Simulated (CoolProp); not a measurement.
Vapour-liquid equilibrium of R1234yf (1) + isobutane (2) at 215.9 K; x and y are mole fractions of (1).

Model: multi-fluid Helmholtz-energy mixture model, Lemmon 2022 and Bücker 2006; pair parameters Bell 2016, in CoolProp.

| x | bubble pressure (kPa) | y at the bubble point | dew pressure at overall composition x (kPa) | liquid density (mol/L) |
|---|---|---|---|---|
| 0.05 | 15.49 | 0.321 | 11.51 | 11.05 |
| 0.15 | 20.72 | 0.528 | 12.73 | 11.08 |
| 0.25 | 23.22 | 0.602 | 14.21 | 11.11 |
| 0.35 | 24.49 | 0.640 | 16.07 | 11.16 |
| 0.45 | 25.23 | 0.666 | 18.43 | 11.21 |
| 0.55 | 25.74 | 0.691 | 21.43 | 11.28 |
| 0.65 | 26.13 | 0.720 | 24.79 | 11.36 |
| 0.75 | 26.35 | 0.762 | 26.32 | 11.45 |
| 0.85 | 26.24 | 0.825 | 26.10 | 11.55 |
| 0.95 | 25.51 | 0.926 | 25.28 | 11.67 |

y crosses x between x = 0.75 and 0.85: the model has an azeotrope there.

The pair parameters rest on a limited set of measurements; away from them the model extrapolates. With so large a gap from Raoult's law the liquid may split in two, which this calculation doesn't test in full.
